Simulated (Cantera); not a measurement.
## Stirred combustor or abatement burner

A perfectly stirred reactor is fed with 4.12 % CH₄, 1.40 % H₂, 19.9 % O₂, 74.6 % N₂, at 1.00 bar; it is adiabatic with a 775 K inlet, and is followed from long to short residence time, starting on the burning branch (τ in s: 0.024, 0.01, 0.0045, 0.0019, 0.00082, 0.00035, 0.00015, 6.5e-05, 2.8e-05).

Cantera simulation using GRI-Mech 3.0 (53 species, 325 reactions); the numbers are that mechanism's predictions, not measurements.

| τ (s) | T (K) | x CH₄ | x H₂ | x O₂ | x NO | x C₂H₄ | x C₂H₆ | x H₂O₂ |
|---|---|---|---|---|---|---|---|---|
| 0.024 | 1777 | 1.94e-5 | 0.000168 | 0.110 | 1.22e-5 | 2.07e-9 | 2.94e-10 | 1.09e-7 |
| 0.010 | 1768 | 3.35e-5 | 0.000292 | 0.110 | 9.86e-6 | 3.78e-9 | 5.72e-10 | 1.56e-7 |
| 0.0045 | 1756 | 5.54e-5 | 0.000479 | 0.110 | 7.88e-6 | 6.36e-9 | 1.04e-9 | 2.14e-7 |
| 0.0019 | 1734 | 9.76e-5 | 0.000799 | 0.110 | 6.25e-6 | 1.14e-8 | 2.11e-9 | 3.02e-7 |
| 0.00082 | 1702 | 0.000177 | 0.00128 | 0.111 | 5.11e-6 | 2.27e-8 | 4.83e-9 | 4.27e-7 |
| 0.00035 | 1652 | 0.000358 | 0.00199 | 0.113 | 3.96e-6 | 5.92e-8 | 1.51e-8 | 6.27e-7 |
| 0.00015 | 1578 | 0.000883 | 0.00318 | 0.117 | 2.32e-6 | 2.66e-7 | 8.99e-8 | 9.83e-7 |
| 6.5e-5 | 775 | 0.0412 | 0.0140 | 0.199 | <1e-12 | <1e-12 | <1e-12 | <1e-12 |
| 2.8e-5 | 775 | 0.0412 | 0.0140 | 0.199 | <1e-12 | <1e-12 | <1e-12 | <1e-12 |
x: mole fraction; the columns are a selection and need not sum to one.
